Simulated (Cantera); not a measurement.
Input: 1 mol CH3OH, 1.3 mol CO2, held at 0.0825 Torr.

Equilibrium computed with Cantera from the NASA thermochemical tables; the gas is ideal and each condensed phase is pure. Candidate condensed phases: C, C6H6, C7H8, C8H18, H2O; 110 gas species. Equilibrium is a limit: real reactors are often held back by kinetics, nucleation or transport.

Q: At 2175 °C, list the 4 most abundant gas species with their mole fractions, and the condensed phases.

A: H 0.438, CO 0.328, O 0.119, H2 0.0533. Condensed: gas only.
